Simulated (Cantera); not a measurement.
Input (Python, Cantera) and output of one run.

```python
import numpy as np
import cantera as ct

gas_names = [...]  # 136 gases of nasa_gas.yaml made of C, H, N, O
cond_names = """
    C(gr) C6H6(L) C7H8(L) C8H18(L),n-octa H2O(s) H2O(L)
""".split()


# ... load() reads the species with a 1 bar reference pressure and builds the phases ...
atoms = {
    'CH3OH': {'C': 1, 'H': 4, 'O': 1},
    'NH3': {'N': 1, 'H': 3},
    'O2': {'O': 2},
}
top_T = {'C(gr)': 4500}  # K; cautious upper limits of use, not melting points


# ... equilibrate(T, P, feed) seeds the gas with the atoms and calls Mixture.equilibrate('TP', solver="vcs", rtol=1e-11, max_steps=5000) ...
results = []
feed = {'CH3OH': 1, 'NH3': 0.25, 'O2': 1.8}  # mol
P = 133.322  # Pa
for T in [748, 848, 948, 1048, 1148, 1248, 1348, 1448, 1548, 1648, 1748, 1848, 1948]:
    mix = equilibrate(T, P, feed)
    results.append((T, P, feed, dict(zip(mix.species_names, mix.species_moles))))
    x = sorted(zip(gas.X, gas.species_names), reverse=True)
    print(f"T = {T:g} K  P = {P:g} Pa  gas = {mix.phase_moles(0):.4g} mol")
    print("   x: " + "  ".join(f"{s} {v:.3e}" for v, s in x if v > 0.0001))
    print("   condensed (mol): " + ("  ".join(f"{mix.phase(i).name} {mix.phase_moles(i):.4g}"
          for i in range(1, mix.n_phases) if mix.phase_moles(i) > 1e-12) or "none"))
```

Output:

```
T = 748 K  P = 133.322 Pa  gas = 3.613 mol
   x: H2O 6.574e-01  CO2 2.768e-01  N2 3.460e-02  O2 3.114e-02
   condensed (mol): none
T = 848 K  P = 133.322 Pa  gas = 3.613 mol
   x: H2O 6.574e-01  CO2 2.768e-01  N2 3.460e-02  O2 3.114e-02
   condensed (mol): none
T = 948 K  P = 133.322 Pa  gas = 3.613 mol
   x: H2O 6.574e-01  CO2 2.768e-01  N2 3.460e-02  O2 3.114e-02
   condensed (mol): none
T = 1048 K  P = 133.322 Pa  gas = 3.613 mol
   x: H2O 6.574e-01  CO2 2.768e-01  N2 3.460e-02  O2 3.114e-02
   condensed (mol): none
T = 1148 K  P = 133.322 Pa  gas = 3.613 mol
   x: H2O 6.574e-01  CO2 2.768e-01  N2 3.460e-02  O2 3.113e-02
   condensed (mol): none
T = 1248 K  P = 133.322 Pa  gas = 3.613 mol
   x: H2O 6.574e-01  CO2 2.768e-01  N2 3.459e-02  O2 3.112e-02
   condensed (mol): none
T = 1348 K  P = 133.322 Pa  gas = 3.613 mol
   x: H2O 6.573e-01  CO2 2.768e-01  N2 3.458e-02  O2 3.110e-02  OH 1.494e-04
   condensed (mol): none
T = 1448 K  P = 133.322 Pa  gas = 3.613 mol
   x: H2O 6.570e-01  CO2 2.767e-01  N2 3.456e-02  O2 3.109e-02  OH 4.073e-04
   condensed (mol): none
T = 1548 K  P = 133.322 Pa  gas = 3.615 mol
   x: H2O 6.561e-01  CO2 2.762e-01  N2 3.452e-02  O2 3.119e-02  OH 9.761e-04  CO 4.210e-04  H2 3.586e-04  NO 1.239e-04
   condensed (mol): none
T = 1648 K  P = 133.322 Pa  gas = 3.62 mol
   x: H2O 6.539e-01  CO2 2.747e-01  N2 3.444e-02  O2 3.177e-02  OH 2.110e-03  CO 1.553e-03  H2 1.154e-03  NO 1.923e-04  O 1.236e-04
   condensed (mol): none
T = 1748 K  P = 133.322 Pa  gas = 3.632 mol
   x: H2O 6.484e-01  CO2 2.705e-01  N2 3.427e-02  O2 3.365e-02  CO 4.772e-03  OH 4.207e-03  H2 3.167e-03  O 3.684e-04  H 3.521e-04  NO 2.892e-04
   condensed (mol): none
T = 1848 K  P = 133.322 Pa  gas = 3.661 mol
   x: H2O 6.367e-01  CO2 2.609e-01  O2 3.817e-02  N2 3.393e-02  CO 1.221e-02  OH 7.889e-03  H2 7.433e-03  H 1.252e-03  O 1.013e-03  NO 4.310e-04
   condensed (mol): none
T = 1948 K  P = 133.322 Pa  gas = 3.717 mol
   x: H2O 6.149e-01  CO2 2.429e-01  O2 4.662e-02  N2 3.331e-02  CO 2.608e-02  H2 1.503e-02  OH 1.404e-02  H 3.794e-03  O 2.627e-03  NO 6.406e-04
   condensed (mol): none
```

Cantera equilibrium calculation (NASA polynomials, part measured and part estimated; ideal gas, pure solids and liquids).
